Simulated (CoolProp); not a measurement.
A closed Brayton cycle with carbon dioxide: compressor inlet 323.15 K and 8.6 MPa, high pressure 29.7 MPa, turbine inlet 970 K, compressor efficiency 0.8, turbine efficiency 0.85, recuperator effectiveness 0 (on enthalpy, no pinch check). Each further row changes one setting.

Computed with CoolProp (reference Helmholtz-energy equation of state, Span 1996).

| case | thermal efficiency (%) | net work (kJ/kg) | compressor to turbine work | compressor exit (K) | turbine exit (K) |
|---|---|---|---|---|---|
| as stated | 15.5 | 113 | 0.38 | 424.6 | 816.1 |
| turbine inlet 920 K | 15.5 | 102 | 0.40 | 424.6 | ___ |
| compressor inlet 333.15 K | 14.9 | ___ | 0.43 | ___ | 816.1 |
| high pressure 25.2 MPa | 13.8 | 102 | 0.36 | 410.6 | 835.7 |
| recuperator effectiveness 0.5 | ___ | 113 | 0.38 | 424.6 | 816.1 |

**Question.** Some entries are withheld; supply them.

**Answer.** 
- turbine inlet 920 K, turbine exit (K): 771.2
- compressor inlet 333.15 K, net work (kJ/kg): 103
- compressor inlet 333.15 K, compressor exit (K): 445.2
- recuperator effectiveness 0.5, thermal efficiency (%): 22.7
